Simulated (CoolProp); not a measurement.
CH2F2 (R32) at 230.37 K and 0.39 MPa flows at 4.5 m/s in a round tube of 50 mm bore and 15 µm roughness, fully developed (64/Re and Nu = 3.66 if laminar; Colebrook and Gnielinski if turbulent). Each further row changes one setting.

The numbers come from the reference Helmholtz-energy equation of state, Tillner-Roth 1997 in CoolProp.

| case | Reynolds number | Darcy friction factor | pressure drop (Pa/m) | heat-transfer coefficient (W/(m² K)) | mass flow (kg/h) |
|---|---|---|---|---|---|
| as stated | 1010000 | 0.0157 | 3770 | 11900 | [?] |
| velocity 9 m/s | 2020000 | [?] | [?] | 23300 | [?] |
| diameter 100 mm | 2020000 | 0.0136 | [?] | [?] | [?] |

Problem. Fill in the missing entries.

Solution. 
- as stated, mass flow (kg/h): 37800
- velocity 9 m/s, Darcy friction factor: 0.0153
- velocity 9 m/s, pressure drop (Pa/m): 14700
- velocity 9 m/s, mass flow (kg/h): 75600
- diameter 100 mm, pressure drop (Pa/m): 1630
- diameter 100 mm, heat-transfer coefficient (W/(m² K)): 10500
- diameter 100 mm, mass flow (kg/h): 151000

Viscosity comes from a separate model (Bell 2016), an estimate that may be off by 10 % or more. Thermal conductivity comes from a separate model (Huber 2003), an estimate that may be off by 10 % or more.
